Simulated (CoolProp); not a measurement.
Vapour-liquid equilibrium of isohexane (1) + n-hexane (2) at 331 K; x and y are mole fractions of (1).

Computed with CoolProp (multi-fluid Helmholtz-energy mixture model, Lemmon 2006 and Thol 2019; pair parameters Bell 2016).

| x | bubble pressure (MPa) | y at the bubble point | dew pressure at overall composition x (MPa) | liquid density (mol/L) |
|---|---|---|---|---|
| 0.05 | 0.07234 | 0.066 | 0.07203 | 7.237 |
| 0.2 | … | 0.250 | 0.07502 | 7.224 |
| 0.35 | 0.07968 | 0.416 | 0.07822 | … |
| 0.5 | 0.08320 | 0.567 | 0.08162 | 7.200 |
| 0.65 | 0.08658 | 0.706 | 0.08520 | 7.188 |
| 0.8 | 0.08983 | 0.836 | … | 7.178 |
| 0.95 | 0.09293 | 0.960 | 0.09268 | 7.168 |

Complete the blanks.


- 0.2, bubble pressure (MPa): 0.07605
- 0.35, liquid density (mol/L): 7.212
- 0.8, dew pressure at overall composition x (MPa): 0.08891

No azeotrope shows between x = 0.05 and 0.95.

Pair parameters are fitted to limited data, so mixtures are less certain than the pure fluids.
